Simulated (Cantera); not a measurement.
## Ignition delay

Mixture: CH4 : CO : O2 : N2 = 1 : 0.36 : 1.15 : 4.31 (molar parts), at 1.00 bar, adiabatic and at constant volume. Ignition delay is the time to a rise of 400 K.

Model: GRI-Mech 3.0 (53 species, 325 reactions), integrated in Cantera.

```
T0 (K)  delay (ms)
------  ----------
1050          1090
1100           441
1150           188
1200          84.3
1250          39.5
1300          19.2
1350          9.70
1400          5.08
```

| Item | Result |
|---|---|
| apparent activation energy between 1300 and 1400 K | 200 kJ/mol |
